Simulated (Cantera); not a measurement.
An isothermal, constant-pressure homogeneous reactor starts with 6.54 % H₂, 18.7 % O₂, 74.8 % N₂, at 925 K and 100.0 Torr.

Model: the H2/O2 subset of GRI-Mech 3.0, which has no nitrogen chemistry, integrated in Cantera. Radical loss at walls, strong at low pressure, is not modelled. Below about 950 K walls govern HO2 and H2O2 in real vessels. The temperature is held fixed by assumption; the heat of reaction is taken as removed at once.

One state of this run: x H₂ = 0.00261; x O₂ = 0.160; x OH = 0.000134; x H₂O₂ = 1.17e-6; x H₂O = 0.0648. x: mole fraction; the columns are a selection and need not sum to one.

Q: Which value of t (s) does it belong to?
A. 0.00632
B. 2.43e-5
C. 0.178
D. 0.00208

A: A, 0.00632
